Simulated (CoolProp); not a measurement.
Model: reference Helmholtz-energy equation of state, Guder 2009, in CoolProp.

### Question
For sulfur hexafluoride, give the phase and the speed of sound (m/s), conductivity (mW/(m K)) at 351.85 °C and 1300 kPa; 351.85 °C and 1730 kPa; 351.85 °C and 2170 kPa.

### Answer
- 351.85 °C and 1300 kPa: gas; speed of sound 194, conductivity 37.4
- 351.85 °C and 1730 kPa: gas; speed of sound 194, conductivity 37.9
- 351.85 °C and 2170 kPa: gas; speed of sound 194, conductivity 38.5

Thermal conductivity comes from a separate model (Assael 2012).
